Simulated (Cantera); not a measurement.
An isothermal plug-flow reactor at 500 K and 760 Torr (inlet), inlet velocity 3 m/s, active area per volume 270 1/m; feed CO : O₂ : N₂ : H₂O = 0.0024 : 0.12 : 0.79 : 0.0094 (molar parts), equivalence ratio 0.010.

Detailed kinetics in Cantera: Deutschmann's 1995 Pt surface mechanism with GRI-Mech 3.0 gas chemistry. Catalytic surfaces can have several steady states; this one follows from the mechanism file's or the stated starting coverage. Mass transfer to the wall is taken as infinitely fast.

Question: What does this change do: temperature 500 to 748 K?

Answer: 
```json
[
 {"quantity": "x(CO) at z = 0.022 m", "before": "0.00260", "after": "0.00212"},
 {"quantity": "x(O₂) at z = 0.022 m", "before": "0.130", "after": "0.130"},
 {"quantity": "x(H₂O) at z = 0.022 m", "before": "0.0102", "after": "0.0102"},
 {"quantity": "x(CO₂) at z = 0.022 m", "before": "1.72e-9", "after": "0.000486"},
 {"quantity": "θ(O*) at the exit", "before": "0.999", "after": "0.980"}
]
```
